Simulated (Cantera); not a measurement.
Feed: 1 mol borazine, 0.55 mol NH3, 3.7 mol H2, equilibrated at 2348.15 K and 47000 Pa.

Method: chemical equilibrium by Gibbs-energy minimisation in Cantera with the NASA 1993 tables (ideal gas, pure condensed phases). The feed counts by its element totals alone. The tables' values for BH2 are old estimates; treat these amounts as uncertain. Gases not in the tables: B2H6 and higher boranes. Rates play no part.

```json
[
 {"species": "H2", "before": "0.945", "after": "0.959"},
 {"species": "N2", "before": "0.0359", "after": "0.0208"},
 {"species": "H", "before": "0.0175", "after": "0.0177"},
 {"species": "BH2", "before": "0.00183", "after": "0.00244"},
 {"species": "BH3", "before": "3.67e-5", "after": "4.93e-5"},
 {"species": "BH", "before": "1.52e-5", "after": "2.01e-5"},
 {"species": "B", "before": "2.97e-5", "after": "3.89e-5"},
 {"species": "BN(s), mol", "before": "2.98", "after": "0.227"},
 {"species": "B(s), mol", "before": "0", "after": "1.75"}
]
```
Gas species are given as mole fractions.

Question: Name the change that produced these shifts.
A. temperature from 2348.15 K to 1748 K
B. temperature from 2348.15 K to 923.15 K
C. borazine replaced by B2H6
D. pressure from 47000 Pa to 100000 Pa

Answer: C, borazine replaced by B2H6. Mutual solubility and eutectic melting of coexisting phases are not modelled
